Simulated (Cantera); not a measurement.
**Silicon nitride deposition: trisilylamine + NH3**

A closed system holds: 1 mol trisilylamine, 0.48 mol NH3, equilibrated at 100 Torr.

Cantera equilibrium calculation (NASA polynomials, part measured and part estimated; ideal gas, pure solids and liquids). Candidate condensed phases: Si, Si3N4; 18 gas species. The feed counts by its element totals alone. Mutual solubility and eutectic melting of coexisting phases are not modelled. The tables' values for SiN are old estimates; treat these amounts as uncertain. Gases not in the tables: Si2H6 and higher silanes. The numbers say what is thermodynamically allowed, not how fast it happens.

```json
[
 {"T (K)": "1248", "x H2": "1.000", "x N2": "8.94e-7", "x H": "1.28e-6", "x Si": "5.82e-11", "x SiH": "2.37e-10", "x SiH2": "3.02e-8", "x Si2N": "<1e-12", "n Si(s)": "1.89", "n Si3N4(s)": "0.370", "n Si(l)": "0"},
 {"T (K)": "1348", "x H2": "1.000", "x N2": "1.26e-5", "x H": "6.34e-6", "x Si": "1.41e-9", "x SiH": "3.32e-9", "x SiH2": "1.69e-7", "x Si2N": "5.92e-12", "n Si(s)": "1.89", "n Si3N4(s)": "0.370", "n Si(l)": "0"},
 {"T (K)": "1448", "x H2": "1.000", "x N2": "0.000123", "x H": "2.52e-5", "x Si": "2.19e-8", "x SiH": "3.21e-8", "x SiH2": "7.48e-7", "x Si2N": "2.02e-10", "n Si(s)": "1.89", "n Si3N4(s)": "0.370", "n Si(l)": "0"},
 {"T (K)": "1548", "x H2": "0.999", "x N2": "0.000887", "x H": "8.43e-5", "x Si": "2.38e-7", "x SiH": "2.30e-7", "x SiH2": "2.72e-6", "x Si2N": "4.34e-9", "n Si(s)": "1.90", "n Si3N4(s)": "0.368", "n Si(l)": "0"},
 {"T (K)": "1648", "x H2": "0.995", "x N2": "0.00501", "x H": "0.000243", "x Si": "1.93e-6", "x SiH": "1.29e-6", "x SiH2": "8.43e-6", "x Si2N": "6.35e-8", "n Si(s)": "1.93", "n Si3N4(s)": "0.357", "n Si(l)": "0"},
 {"T (K)": "1748", "x H2": "0.972", "x N2": "0.0275", "x H": "0.000617", "x Si": "1.09e-5", "x SiH": "5.23e-6", "x SiH2": "1.99e-5", "x Si2N": "5.85e-7", "n Si(s)": "0", "n Si3N4(s)": "0.296", "n Si(l)": "2.11"},
 {"T (K)": "1848", "x H2": "0.874", "x N2": "0.124", "x H": "0.00136", "x Si": "4.71e-5", "x SiH": "1.60e-5", "x SiH2": "3.64e-5", "x Si2N": "3.56e-6", "n Si(s)": "0", "n Si3N4(s)": "0", "n Si(l)": "3.00"},
 {"T (K)": "1948", "x H2": "0.873", "x N2": "0.124", "x H": "0.00289", "x Si": "0.000174", "x SiH": "4.57e-5", "x SiH2": "6.84e-5", "x Si2N": "9.14e-6", "n Si(s)": "0", "n Si3N4(s)": "0", "n Si(l)": "3.00"},
 {"T (K)": "2048", "x H2": "0.870", "x N2": "0.124", "x H": "0.00572", "x Si": "0.000567", "x SiH": "0.000117", "x SiH2": "0.000121", "x Si2N": "2.13e-5", "n Si(s)": "0", "n Si3N4(s)": "0", "n Si(l)": "2.99"},
 {"T (K)": "2148", "x H2": "0.864", "x N2": "0.123", "x H": "0.0106", "x Si": "0.00165", "x SiH": "0.000275", "x SiH2": "0.000201", "x Si2N": "4.57e-5", "n Si(s)": "0", "n Si3N4(s)": "0", "n Si(l)": "2.99"}
]
```
x: gas mole fraction; n: condensed amount in mol.

From 1248 K to 1648 K the condensed part is Si(s) + Si3N4(s). At 1748 K the condensed part is Si(l) + Si3N4(s). From 1848 K to 2148 K the condensed part is Si(l). The main Si-bearing gas is SiH4 at 1248 K and Si at 2148 K.
